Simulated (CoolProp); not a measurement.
Properties of R152A along the isobar 20.9 bar (Tc = 386.4 K, pc = 45.17 bar, ω = 0.275).

Values from CoolProp's reference Helmholtz-energy equation of state, Outcalt 1996. It is a modified Benedict-Webb-Rubin equation, recast in Helmholtz form.

```json
[
 {"T (K)": "168", "phase": "liquid", "density (kg/m³)": "1170", "cp (kJ/(kg K))": "1.511", "cv (kJ/(kg K))": "1.030", "isothermal compressibility (1/MPa)": "0.0007290", "Prandtl number": "11.8", "fugacity coefficient": "0.0001732"},
 {"T (K)": "193.1", "phase": "liquid", "density (kg/m³)": "1124", "cp (kJ/(kg K))": "1.527", "cv (kJ/(kg K))": "1.032", "isothermal compressibility (1/MPa)": "0.0009544", "Prandtl number": "7.14", "fugacity coefficient": "0.001840"},
 {"T (K)": "218.1", "phase": "liquid", "density (kg/m³)": "1076", "cp (kJ/(kg K))": "1.555", "cv (kJ/(kg K))": "1.040", "isothermal compressibility (1/MPa)": "0.001257", "Prandtl number": "5.13", "fugacity coefficient": "0.01032"},
 {"T (K)": "243.2", "phase": "liquid", "density (kg/m³)": "1027", "cp (kJ/(kg K))": "1.604", "cv (kJ/(kg K))": "1.062", "isothermal compressibility (1/MPa)": "0.001697", "Prandtl number": "4.06", "fugacity coefficient": "0.03811"},
 {"T (K)": "268.3", "phase": "liquid", "density (kg/m³)": "974.4", "cp (kJ/(kg K))": "1.671", "cv (kJ/(kg K))": "1.094", "isothermal compressibility (1/MPa)": "0.002388", "Prandtl number": "3.40", "fugacity coefficient": "0.1044"},
 {"T (K)": "293.4", "phase": "liquid", "density (kg/m³)": "916.7", "cp (kJ/(kg K))": "1.762", "cv (kJ/(kg K))": "1.130", "isothermal compressibility (1/MPa)": "0.003595", "Prandtl number": "2.95", "fugacity coefficient": "0.2298"},
 {"T (K)": "318.5", "phase": "liquid", "density (kg/m³)": "850.1", "cp (kJ/(kg K))": "1.898", "cv (kJ/(kg K))": "1.172", "isothermal compressibility (1/MPa)": "0.006092", "Prandtl number": "2.65", "fugacity coefficient": "0.4290"},
 {"T (K)": "343.6", "phase": "liquid", "density (kg/m³)": "764.9", "cp (kJ/(kg K))": "2.172", "cv (kJ/(kg K))": "1.225", "isothermal compressibility (1/MPa)": "0.01349", "Prandtl number": "2.51", "fugacity coefficient": "0.7037"},
 {"T (K)": "368.6", "phase": "gas", "density (kg/m³)": "59.27", "cp (kJ/(kg K))": "1.614", "cv (kJ/(kg K))": "1.184", "isothermal compressibility (1/MPa)": "0.6656", "Prandtl number": "0.964", "fugacity coefficient": "0.8029"},
 {"T (K)": "393.7", "phase": "gas", "density (kg/m³)": "51.35", "cp (kJ/(kg K))": "1.507", "cv (kJ/(kg K))": "1.197", "isothermal compressibility (1/MPa)": "0.5958", "Prandtl number": "0.886", "fugacity coefficient": "0.8442"}
]
```

Viscosity comes from a separate model (Bell 2016), an estimate that may be off by 10 % or more. Thermal conductivity comes from a separate model (Krauss 1996).
